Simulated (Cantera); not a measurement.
Feed: 1 mol SiO2, 0.92 mol BCl3, 4.9 mol O2, held at 1148 K and 133 Pa.

Cantera equilibrium calculation (NASA polynomials, part measured and part estimated; ideal gas, pure solids and liquids). Candidate condensed phases: B, B2O3, Si, SiO2; 27 gas species. Mutual solubility and eutectic melting of coexisting phases are not modelled. The tables hold silica as quartz up to 1696 K and as liquid above; real silica turns to tridymite and cristobalite and melts near 1996 K. Condensed phases not in the tables: borates and borosilicate glass, alloys, solid solutions and most ternary compounds. Kinetics and transport are ignored.

Base state: O2 0.740, Cl2 0.225, Cl 0.0348, ClO 4.78e-5 (mole fractions); condensed: B2O3(l) + SiO2(β-quartz).

Q: What changes in the equilibrium state with this change: temperature from 1148 K to 1050 K?

A: 
| species | before | after |
|---|---|---|
| O2 | 0.740 | 0.749 |
| Cl2 | 0.225 | 0.240 |
| Cl | 0.0348 | 0.0106 |
| ClO | 4.78e-5 | 1.84e-5 |
| B2O3(l), mol | 0.460 | 0.460 |
| SiO2(β-quartz), mol | 1.00 | 1.00 |
